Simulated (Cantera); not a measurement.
A perfectly stirred reactor is fed with H₂ : O₂ : N₂ = 0.62 : 0.943 : 3.55 (molar parts), equivalence ratio 0.33, at 101000 Pa; it is adiabatic with a 425 K inlet, and is followed from long to short residence time, starting on the burning branch (τ in s: 0.21, 0.07, 0.023, 0.0077, 0.0026, 0.00085, 0.00028, 9.5e-05, 3.2e-05, 1e-05).

Detailed kinetics in Cantera: the H2/O2 subset of GRI-Mech 3.0, which has no nitrogen chemistry.

Problem. Predict: blow-out, bracketed by the residence times tried; x(H₂) at τ = 0.210 s; x(O₂) at τ = 0.210 s; x(O) at τ = 0.210 s; x(H₂O₂) at τ = 0.210 s; x(HO₂) at τ = 0.210 s; x(H₂) at τ = 0.850 ms; x(O₂) at τ = 0.850 ms; x(O) at τ = 0.850 ms; x(H₂O₂) at τ = 0.850 ms; x(HO₂) at τ = 0.850 ms.

Solution. 
```
Property                                                                       Result
------------------------------------------------  -----------------------------------
blow-out, bracketed by the residence times tried  burning at 0.280 ms, out at 95.0 µs
x(H₂) at τ = 0.210 s                                                          9.30e-5
x(O₂) at τ = 0.210 s                                                            0.132
x(O) at τ = 0.210 s                                                           3.92e-5
x(H₂O₂) at τ = 0.210 s                                                        3.09e-7
x(HO₂) at τ = 0.210 s                                                         4.00e-6
x(H₂) at τ = 0.850 ms                                                         0.00361
x(O₂) at τ = 0.850 ms                                                           0.132
x(O) at τ = 0.850 ms                                                          0.00136
x(H₂O₂) at τ = 0.850 ms                                                       3.47e-6
x(HO₂) at τ = 0.850 ms                                                        5.69e-5
```
